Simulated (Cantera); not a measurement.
**Ignition delay**

Mixture: 4.63 % C3H8, 17.8 % O2, 75.0 % N2, 2.59 % H2O, at 6.60 bar, adiabatic and at constant pressure. Ignition delay is the time to a rise of 400 K.

Computed with Cantera and GRI-Mech 3.0 (53 species, 325 reactions). GRI-Mech 3.0 was tuned for natural gas; its chemistry of propane as a main component is partial and can be far from experiment.

```tsv
T0 (K)	delay (ms)
1323	0.296
1373	0.140
1423	0.0711
1473	0.0390
1523	0.0229
1573	0.0143
1623	0.00947
1673	0.00660
1723	0.00481
```

```
Quantity                                                 Value
--------------------------------------------------  ----------
apparent activation energy between 1623 and 1723 K  160 kJ/mol
```
